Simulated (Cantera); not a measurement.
Feed: 1 mol SiCl₄, 5.1 mol H₂, 0.14 mol HCl, at 1975 K and 10.0 Torr.

Cantera equilibrium calculation (NASA polynomials, part measured and part estimated; ideal gas, pure solids and liquids). Candidate condensed phases: Si; 19 gas species. The tables' values for SiCl₃, SiCl are old estimates; treat these amounts as uncertain. Gases not in the tables: Si₂H₆ and higher silanes. Kinetics and transport are ignored.

Base state: H₂ 0.559, HCl 0.292, SiCl₂ 0.133, H 0.00886, Cl 0.00346, SiCl₃ 0.00151, SiCl 0.00130, Si 0.000861 (mole fractions); condensed: gas only.

Problem. What changes in the equilibrium state with this change: temperature from 1975 K to 1873 K?

Solution. 
```csv
species,before,after
H₂,0.559,0.564
HCl,0.292,0.292
SiCl₂,0.133,0.135
H,0.00886,0.00420
Cl,0.00346,0.00165
Si,0.000861,0.000211
SiH,5.35e-5,1.70e-5
SiCl₄,2.04e-5,5.28e-5
SiCl,0.00130,0.000540
SiHCl₃,1.45e-5,3.04e-5
```

Problem. What changes in the equilibrium state with this change: pressure from 10.0 Torr to 2.85 Torr?

Solution. 
```tsv
species	before	after
H₂	0.559	0.549
HCl	0.292	0.292
SiCl₂	0.133	0.130
H	0.00886	0.0164
SiHCl₃	1.45e-5	4.03e-6
SiCl₄	2.04e-5	5.78e-6
```
The tables' values for SiCl, SiCl₃ are old estimates; treat these amounts as uncertain.

Problem. What changes in the equilibrium state with this change: temperature from 1975 K to 2450 K?

Solution. 
```tsv
species	before	after
H₂	0.559	0.411
HCl	0.292	0.301
H	0.00886	0.112
SiCl₂	0.133	0.0615
Si	0.000861	0.0442
Cl	0.00346	0.0580
SiCl	0.00130	0.0121
Si₂	2.98e-6	0.000199
SiCl₄	2.04e-5	4.84e-7
```
The tables' values for SiCl, SiCl₃ are old estimates; treat these amounts as uncertain.
